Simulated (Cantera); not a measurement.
Mixture: C3H8 : O2 : N2 = 1 : 6.25 : 16.2 (molar parts), equivalence ratio 0.80, at 1000000 Pa, adiabatic and at constant volume. Ignition delay is the time to a rise of 400 K.

Computed with Cantera and GRI-Mech 3.0 (53 species, 325 reactions). GRI-Mech 3.0 was tuned for natural gas; its chemistry of propane as a main component is partial and can be far from experiment.

Task: Predict: delay at 1050 K; delay at 1100 K; delay at 1150 K; delay at 1200 K; delay at 1250 K; delay at 1300 K; delay at 1350 K; apparent activation energy between 1250 and 1350 K.

Result: 
```json
{
  "delay at 1050 K": "19.3 ms",
  "delay at 1100 K": "7.60 ms",
  "delay at 1150 K": "3.03 ms",
  "delay at 1200 K": "1.23 ms",
  "delay at 1250 K": "0.510 ms",
  "delay at 1300 K": "0.221 ms",
  "delay at 1350 K": "0.101 ms",
  "apparent activation energy between 1250 and 1350 K": "230 kJ/mol"
}
```
